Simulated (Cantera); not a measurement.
What does this Cantera script print?

```python
import numpy as np
import cantera as ct

gas = ct.Solution("gri30.yaml")
gas.TPX = 2000, 101325, {'CH4': 1, 'CO2': 0.68, 'H2O': 0.046}
inlet = ct.Reservoir(gas, clone=True)

reactor = ct.IdealGasConstPressureReactor(gas, energy="off", clone=False)
exhaust = ct.Reservoir(gas, clone=True)
tau = [0.88, 0.48, 0.26, 0.14, 0.078, 0.043, 0.023, 0.013, 0.0069, 0.0038, 0.0021][0]
for a, b in ((inlet, reactor), (reactor, exhaust)):
    ct.MassFlowController(a, b, mdot=lambda t: reactor.mass / tau)
net = ct.ReactorNet([reactor])
show = ['CH4', 'CO2', 'HCO', 'C2H', 'H2O2', 'C2H6', 'H']

rows = []
print(f"{'tau/s':>10s}{'T/K':>9s}" + "".join(f"{s:>11s}" for s in show))
for tau in [0.88, 0.48, 0.26, 0.14, 0.078, 0.043, 0.023, 0.013, 0.0069, 0.0038, 0.0021]:
    net.initial_time = 0.0
    net.advance(30 * tau)
    before = gas.X
    net.advance(40 * tau)
    drift = np.max(np.abs(gas.X - before) / (gas.X + 1e-9))
    rows.append([gas.T, *gas[show].X, drift])
    print(f"{tau:10.3e}{gas.T:9.1f}" + "".join(f"{x:11.3e}" for x in gas[show].X))
```

It prints:

```
     tau/s      T/K        CH4        CO2        HCO        C2H       H2O2       C2H6          H
 8.800e-01   2000.0  4.841e-03  1.844e-03  1.729e-07  1.813e-06  1.113e-13  4.418e-07  1.189e-03
 4.800e-01   2000.0  6.329e-03  3.015e-03  1.707e-07  1.964e-06  2.939e-13  7.535e-07  1.178e-03
 2.600e-01   2000.0  8.307e-03  4.772e-03  1.682e-07  2.192e-06  7.226e-13  1.308e-06  1.163e-03
 1.400e-01   2000.0  1.091e-02  7.305e-03  1.663e-07  2.516e-06  1.642e-12  2.296e-06  1.141e-03
 7.800e-02   2000.0  1.408e-02  1.059e-02  1.662e-07  2.919e-06  3.291e-12  3.913e-06  1.114e-03
 4.300e-02   2000.0  1.821e-02  1.510e-02  1.698e-07  3.429e-06  6.167e-12  6.737e-06  1.078e-03
 2.300e-02   2000.0  2.384e-02  2.155e-02  1.805e-07  4.056e-06  1.090e-11  1.194e-05  1.032e-03
 1.300e-02   2000.0  3.059e-02  2.972e-02  2.002e-07  4.669e-06  1.676e-11  2.020e-05  9.809e-04
 6.900e-03   2000.0  4.077e-02  4.283e-02  2.382e-07  5.303e-06  2.397e-11  3.646e-05  9.166e-04
 3.800e-03   2000.0  5.438e-02  6.145e-02  2.962e-07  5.730e-06  2.912e-11  6.405e-05  8.518e-04
 2.100e-03   2000.0  7.394e-02  8.891e-02  3.845e-07  5.860e-06  2.988e-11  1.127e-04  7.878e-04
```

Cantera simulation using GRI-Mech 3.0 (53 species, 325 reactions); the numbers are that mechanism's predictions, not measurements.
